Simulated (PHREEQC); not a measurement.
Make-up at 25 °C: 5.2 mmol/kgw HF, 0.78 mmol/kgw CsF and 0.00047 mmol/kgw H4SiO4. Closed to the air; pH follows from the charge balance.

All values are PHREEQC results (ion-association model, wateq4f.dat), not measurements.

No solid was allowed to form.

**Question.** What pH, ionic strength does the model give?

**Answer.** pH 2.90; ionic strength 0.00211 mol/kgw.

**Question.** In which forms is F present?

**Answer.** HF 63 %, F- 35 %, H2F2 1.2 %, HF2- 1.0 % of the F.

Complexes and solids missing from the database can't appear. SiF6-2 is the database's only silicon fluoride.
